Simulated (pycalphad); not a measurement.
**Phase fractions of Si-62.7Al (at.%)**

Computed with pycalphad from the COST 507 light-alloy database (1999), at 1 atm. The database dates from 1999; later assessments differ in places, in temperatures and in the compounds included. Amounts are mole fractions of atoms.

```tsv
T (K)	LIQUID	DIAMOND_A4	FCC_A1
1230	1.000	-	-
1150	0.944	0.056	-
1070	(withheld)	(withheld)	-
990	0.797	0.203	-
910	0.745	0.255	-
830	-	0.365	0.635
750	-	0.369	0.631
670	-	(withheld)	(withheld)
590	-	0.373	0.627
510	-	0.373	0.627
```

Complete the blanks.


- 1070, LIQUID: 0.862
- 1070, DIAMOND_A4: 0.138
- 670, DIAMOND_A4: 0.371
- 670, FCC_A1: 0.629

FCC_A1 is fcc; DIAMOND_A4 is diamond (Si).
